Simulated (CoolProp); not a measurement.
Vapour-liquid equilibrium of methane (1) + ethylene (2) at -140.25 °C; x and y are mole fractions of (1).

The numbers come from the multi-fluid Helmholtz-energy mixture model, Setzmann 1991 and Smukala 2000; pair parameters Bell 2016 in CoolProp.

| x | bubble pressure (MPa) | y at the bubble point | dew pressure at overall composition x (MPa) | liquid density (mol/L) |
|---|---|---|---|---|
| 0.05 | 0.04022 | 0.856 | 0.006304 | 22.16 |
| 0.15 | 0.1029 | 0.947 | 0.007042 | 22.46 |
| 0.25 | 0.1570 | 0.968 | 0.007975 | 22.75 |
| 0.35 | 0.2030 | 0.977 | 0.009192 | 23.04 |
| 0.45 | 0.2423 | 0.983 | 0.01085 | 23.31 |
| 0.55 | 0.2767 | 0.986 | 0.01323 | 23.56 |
| 0.65 | 0.3085 | 0.989 | 0.01695 | 23.79 |
| 0.75 | 0.3401 | 0.992 | 0.02358 | 23.99 |
| 0.85 | 0.3741 | 0.995 | 0.03872 | 24.14 |
| 0.95 | 0.4131 | 0.998 | 0.1075 | 24.24 |

No azeotrope shows between x = 0.05 and 0.95.

The pair parameters rest on a limited set of measurements; away from them the model extrapolates.
